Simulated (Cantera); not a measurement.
Charge: 1 mol SiH4, 0.99 mol HCl, 13 mol H2, held at 1 atm.

Method: chemical equilibrium by Gibbs-energy minimisation in Cantera with the NASA 1993 tables (ideal gas, pure condensed phases). Candidate condensed phases: Si; 19 gas species. The tables' values for SiCl3 are old estimates; treat these amounts as uncertain. Kinetics and transport are ignored. All values below are at 702 °C.

Base state: H2 0.978, SiHCl3 0.00842, SiCl4 0.00758, HCl 0.00503, SiH2Cl2 0.000979, SiCl3 0.000106, SiCl2 4.18e-5, SiH3Cl 2.88e-5 (mole fractions); condensed: Si(s).

Task: What changes in the equilibrium state with this change: HCl from 0.99 to 0.29 mol?

Result: 
| species | before | after |
|---|---|---|
| H2 | 0.978 | 0.992 |
| HCl | 0.00503 | 0.00345 |
| SiHCl3 | 0.00842 | 0.00267 |
| SiCl4 | 0.00758 | 0.00163 |
| SiCl3 | 0.000106 | 3.34e-5 |
| SiCl2 | 4.18e-5 | 1.94e-5 |
| Si(s), mol | 0.730 | 0.926 |
